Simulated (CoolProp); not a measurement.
R227EA along the isotherm 420.6 K: Z from the reference equation and from simpler models built on Tc = 374.9 K, pc = 29.25 bar, ω = 0.358; each cubic takes its own stable root.

The numbers come from the reference Helmholtz-energy equation of state, Lemmon 2016 in CoolProp.

| p (bar) | phase | reference | van der Waals | Redlich-Kwong | Soave-Redlich-Kwong | Peng-Robinson |
|---|---|---|---|---|---|---|
| 0.463 | gas | 0.9964 | 0.9964 | 0.9961 | 0.9965 | 0.9959 |
| 0.877 | gas | 0.9932 | 0.9933 | 0.9927 | 0.9933 | 0.9923 |
| 1.66 | gas | 0.9870 | 0.9872 | 0.9861 | 0.9873 | 0.9854 |
| 3.15 | gas | 0.9752 | 0.9755 | 0.9734 | 0.9758 | 0.9722 |
| 5.97 | gas | 0.9527 | 0.9526 | 0.9491 | 0.9537 | 0.9470 |
| 11.3 | gas | 0.9087 | 0.9071 | 0.9012 | 0.9107 | 0.8984 |
| 21.5 | gas | 0.8185 | 0.8079 | 0.8017 | 0.8237 | 0.8019 |
| 40.7 | supercritical | 0.6216 | 0.5379 | 0.5770 | 0.6457 | 0.6135 |
| 77.2 | supercritical | 0.4712 | 0.5464 | 0.4914 | 0.5417 | 0.5006 |
| 146 | supercritical | 0.6852 | 0.8653 | 0.7151 | 0.7461 | 0.6787 |
